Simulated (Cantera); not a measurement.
Feed: 1 mol Si2Cl6, 0.13 mol NH3, 6.5 mol H2, held at 1002 °C and 96000 Pa.

These are equilibrium values from Cantera (NASA tables, ideal gas, pure condensed phases), not measurements of a reactor. The feed counts by its element totals alone. Mutual solubility and eutectic melting of coexisting phases are not modelled. The tables' values for SiCl3 are old estimates; treat these amounts as uncertain. Kinetics and transport are ignored.

| species | before | after |
|---|---|---|
| H2 | 0.745 | 0.779 |
| SiCl4 | 0.107 | 0.129 |
| SiHCl3 | 0.0485 | 0.0596 |
| HCl | 0.0661 | 0.0244 |
| SiCl2 | 0.0152 | 0.00156 |
| SiCl3 | 0.0158 | 0.00377 |
| SiH3Cl | 5.39e-5 | 4.86e-5 |
| SiH2Cl2 | 0.00306 | 0.00331 |
| Si(s), mol | 0.330 | 0.303 |
| Si3N4(s), mol | 0.0325 | 0.0325 |
Gas species are given as mole fractions.

Problem. Which change was made?
A) temperature from 1002 °C to 575 °C
B) temperature from 1002 °C to 825 °C
C) NH3 from 0.13 to 4.4 mol
D) pressure from 96000 Pa to 15.0 Pa

Solution. B, temperature from 1002 °C to 825 °C
